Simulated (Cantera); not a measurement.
A freely propagating, adiabatic, planar premixed flame of C₃H₈ : O₂ : N₂ : CO₂ : H₂ = 1 : 4.55 : 16.4 : 1.8 : 0.36 (molar parts), equivalence ratio 1.1, unburnt at 373 K and 255 Torr; mixture-averaged transport, grid criteria slope 0.08 and curve 0.16, no radiation.

Computed with Cantera and GRI-Mech 3.0 (53 species, 325 reactions). GRI-Mech 3.0 was tuned for natural gas; its chemistry of propane as a main component is partial and can be far from experiment. Burning velocities carry a grid error of a few per cent, more on coarse grids.

x: mole fraction of selected species; z is measured from the peak of heat release.

```csv
z (mm),T (K),u (m/s),x C₃H₈,x O₂,x CO₂,x N₂O,x NO₂,x H
-2.75,373,0.672,0.0415,0.189,0.0746,<1e-8,<1e-8,<1e-8
-1.84,374,0.674,0.0414,0.188,0.0745,<1e-8,<1e-8,<1e-8
-1.38,378,0.683,0.0413,0.188,0.0744,<1e-8,<1e-8,<1e-8
-0.918,(withheld),0.762,0.0409,0.184,0.0741,<1e-8,(withheld),(withheld)
-0.459,777,1.45,0.0320,0.150,0.0743,<1e-8,4.81e-8,5.96e-5
-0.230,1188,2.29,0.0124,0.107,0.0779,<1e-8,1.57e-8,0.000737
0,1574,3.11,0.000481,0.0593,0.0865,1.12e-8,<1e-8,0.00407
0.230,1740,3.45,7.08e-7,0.0318,0.0975,1.90e-8,<1e-8,0.00846
0.459,1781,3.52,<1e-8,0.0210,0.107,2.39e-8,<1e-8,0.0110
0.918,1812,3.57,<1e-8,0.0154,0.117,2.52e-8,<1e-8,0.0120
1.84,1850,3.63,<1e-8,0.0132,0.123,2.43e-8,<1e-8,0.0111
3.67,1901,3.72,<1e-8,0.0114,0.125,2.42e-8,<1e-8,0.00891
7.34,1963,3.82,<1e-8,0.00909,0.129,2.40e-8,<1e-8,0.00645
```

Some entries are withheld; supply them.


- -0.918, T (K): 419
- -0.918, x NO₂: 3.02e-8
- -0.918, x H: 4.94e-8
